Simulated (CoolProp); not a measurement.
CF4 (R14) along the isotherm -43.05 °C: density (kg/m³) from the reference equation and from simpler models built on Tc = -45.8 °C, pc = 37.62 bar, ω = 0.178; each cubic takes its own stable root.

Model: reference Helmholtz-energy equation of state, Platzer 1990, in CoolProp. This equation is an older, rougher fit; its heat capacities, sound speeds and derivatives of the liquid may be far off and weren't checked against measurements.

```
p (bar)          phase  reference
-------  -------------  ---------
0.178              gas     0.8201
0.406              gas      1.874
0.924              gas      4.285
2.1                gas      9.842
4.79               gas      23.02
10.9               gas      55.79
24.8               gas      154.2
56.4     supercritical      986.3
```

### Question
How far does each simpler model (van der Waals, Redlich-Kwong, Peng-Robinson) lie from the reference over these 8 states: mean and median of the absolute difference, and the worst?

### Answer
- van der Waals: mean 3.8 %, median 0.4 %, worst -25.5 % at -43.05 °C and 56.4 bar
- Redlich-Kwong: mean 1.5 %, median 0.0 %, worst -11.6 % at -43.05 °C and 56.4 bar
- Peng-Robinson: mean 1.0 %, median 0.4 %, worst -3.1 % at -43.05 °C and 56.4 bar
